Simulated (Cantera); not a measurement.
Input: 1 mol B, 9.1 mol H₂O, 0.81 mol H₂, equilibrated at 1000 °C and 2.80 mbar.

These are equilibrium values from Cantera (NASA tables, ideal gas, pure condensed phases), not measurements of a reactor. Candidate condensed phases: B, B₂O₃, B₃O₃H₃, H₂O; 23 gas species. Gases not in the tables: H₃BO₃. Rates play no part.

Base state: H₂O 0.735, H₂ 0.229, HBO₂ 0.0359, (HBO₂)₃ 0.000300, B₂O₃ 3.11e-5 (mole fractions); condensed: B₂O₃(l).

**Question.** What changes in the equilibrium state with this change: temperature from 1000 °C to 702 °C?

**Answer.** 
| species | before | after |
|---|---|---|
| H₂O | 0.735 | 0.765 |
| H₂ | 0.229 | 0.233 |
| (HBO₂)₃ | 0.000300 | 0.00112 |
| HBO₂ | 0.0359 | 0.000253 |
| B₂O₃ | 3.11e-5 | <1e-9 |
| B₂O₃(l), mol | 0.314 | 0.482 |
